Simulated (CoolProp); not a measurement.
Vapour-liquid equilibrium of propylene (1) + isobutane (2) at 318.5 K; x and y are mole fractions of (1).

Model: multi-fluid Helmholtz-energy mixture model, Lemmon 2013 and Bücker 2006; pair parameters Bell 2016, in CoolProp.

```tsv
x	bubble pressure, mixture model (MPa)	bubble pressure, Raoult's law (MPa)	y, mixture model	y, Raoult's law
0.05	0.6801	0.6722	0.130	0.138
0.125	0.7665	0.7658	0.266	0.303
0.2	0.8394	0.8593	0.367	0.432
0.275	0.9059	0.9529	0.451	0.536
0.35	0.9709	1.046	0.527	0.621
0.425	1.038	1.140	0.598	0.692
0.5	1.111	1.234	0.667	0.753
0.575	1.191	1.327	0.733	0.805
0.65	1.282	1.421	0.796	0.850
0.725	1.384	1.514	0.853	0.889
0.8	1.500	1.608	0.904	0.924
0.875	1.627	1.701	0.947	0.955
0.95	1.764	1.795	0.981	0.983
```

The largest gap from Raoult's law is -10.2 % in bubble pressure, at x = 0.575. No azeotrope shows between x = 0.05 and 0.95.

The pair parameters rest on a limited set of measurements; away from them the model extrapolates. The gap from Raoult's law changes sign with composition, which may be real or a fault of the pair parameters; it wasn't checked against measurements.
